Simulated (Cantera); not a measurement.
Input: 1 mol SiCl4, 0.35 mol Cl2, 30 mol N2, equilibrated at 0.00210 bar.

Cantera equilibrium calculation (NASA polynomials, part measured and part estimated; ideal gas, pure solids and liquids). Candidate condensed phases: Si, Si3N4; 13 gas species. The tables' values for SiCl3 are old estimates; treat these amounts as uncertain. Equilibrium is a limit: real reactors are often held back by kinetics, nucleation or transport.

x: gas mole fraction; nothing condenses.

```
T (K)   x N2      x Cl  x SiCl4     x Cl2   x SiCl3   x SiCl2
-----  -----  --------  -------  --------  --------  --------
923    0.957  0.000256   0.0319    0.0110  2.96e-10    <1e-12
1023   0.956   0.00122   0.0319    0.0105   9.35e-9    <1e-12
1123   0.955   0.00416   0.0318   0.00906   1.68e-7  1.10e-11
1223   0.952    0.0101   0.0317   0.00604   2.14e-6   1.15e-9
1323   0.949         …   0.0316         …   2.37e-5         …
1423   0.947         …   0.0313         …  0.000235         …
1523   0.944    0.0238   0.0295  0.000257   0.00170  0.000293
1623   0.934    0.0345   0.0217  0.000159   0.00581   0.00363
```

Problem. Some entries are withheld; supply them.

Solution. 
- 1423, x Cl: 0.0208
- 1423, x Cl2: 0.000790
- 1423, x SiCl2: 6.98e-6
- 1323, x Cl: 0.0169
- 1323, x Cl2: 0.00261
- 1323, x SiCl2: 9.71e-8
